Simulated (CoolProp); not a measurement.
The numbers come from the reference Helmholtz-energy equation of state, Zhou 2012 in CoolProp.

### Question
For o-xylene, give the phase and the cp (kJ/(kg K)), Joule-Thomson coefficient (K/MPa), conductivity (mW/(m K)) at 620 K and 11.2 MPa; 620 K and 14.9 MPa.

### Answer
- 620 K and 11.2 MPa: liquid; cp 2.88, Joule-Thomson coefficient 0.335, conductivity 80.9
- 620 K and 14.9 MPa: liquid; cp 2.81, Joule-Thomson coefficient 0.153, conductivity 83.2

Thermal conductivity comes from a separate model (Mylona 2014).
